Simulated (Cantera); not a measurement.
Feed: 1 mol CH3OH, 3 mol H2O, 29 mol H2, equilibrated at 1048.15 K and 0.100 bar.

Equilibrium computed with Cantera from the NASA thermochemical tables; the gas is ideal and each condensed phase is pure. Kinetics and transport are ignored.

```tsv
species	before	after
H2	0.889	0.879
H2O	0.0829	0.0847
CO	0.0257	0.0279
H	2.31e-8	0.00780
CO2	0.00284	0.000555
OH	<1e-9	8.55e-5
CH4	2.37e-5	<1e-9
```
Gas species are given as mole fractions.

Problem. Name the change that produced these shifts.
A) H2O from 3 to 0.47 mol
B) CH3OH replaced by C2H2
C) H2 from 29 to 1.3 mol
D) temperature from 1048.15 K to 2073 K

Solution. D, temperature from 1048.15 K to 2073 K
